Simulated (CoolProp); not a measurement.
Saturation properties of C3F8 (R218) (Tc = 71.9 °C, pc = 2640 kPa, ω = 0.317).

Computed with CoolProp (reference Helmholtz-energy equation of state, Lemmon 2006). It is a short technical equation, of lower accuracy than the large ones.

```csv
T (°C),p (kPa),vapour density (kg/m³),enthalpy of vaporisation (kJ/kg),surface tension (mN/m),liquid viscosity (µPa s),liquid conductivity (mW/(m K))
-27.65,150.5,14.90,101.7,9.44,375,59.5
-21.25,194.6,19.05,99.17,8.70,339,57.8
-14.95,247.1,23.97,96.56,7.98,308,56.1
-8.65,309.8,29.87,93.82,7.28,279,54.3
-2.35,383.8,36.88,90.93,6.59,254,52.6
3.95,470.3,45.19,87.87,5.91,231,50.9
10.25,570.6,55.02,84.62,5.25,210,49.2
16.55,686.2,66.65,81.13,4.60,190,47.5
22.85,818.3,80.44,77.37,3.97,173,45.8
29.25,971.1,97.17,73.20,3.34,156,44.2
35.55,1142,117.0,68.69,2.75,141,42.6
41.85,1334,141.3,63.64,2.18,126,41.0
```

It boils at -36.8 °C under 1 atm.

Viscosity comes from a separate model (Huber 2003), an estimate that may be off by 10 % or more. Thermal conductivity comes from a separate model (Huber 2003), an estimate that may be off by 10 % or more. Surface tension comes from a separate correlation (Mulero 2012).
